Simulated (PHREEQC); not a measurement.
Solution (20 °C): 0.11 mol/kgw Na2S. Closed to the air; pH follows from the charge balance.

All values are PHREEQC results (ion-association model, phreeqc.dat), not measurements.

| quantity | before | after |
|---|---|---|
| pH | 12.71 | 12.85 |
| ionic strength (mol/kgw) | 0.278 | 0.583 |

Problem. What was changed between the two runs?
A) diluted 5-fold with water
B) Na2S replaced by Na3PO4 at the same molality
C) Na2S from 0.11 to 0.011 mol/kgw
D) Na2S from 0.11 to 0.22 mol/kgw
E) Na2S from 0.11 to 0.099 mol/kgw

Solution. D, Na2S from 0.11 to 0.22 mol/kgw

This is a speciation only: nothing precipitates in the calculation. With this much S-2 the pH rests on the database's HS-/S-2 constant; if that pK is higher, the solution is more alkaline. The database's pK near 12.9 for HS-/S-2 is now thought far too low, so its S-2 is overstated.
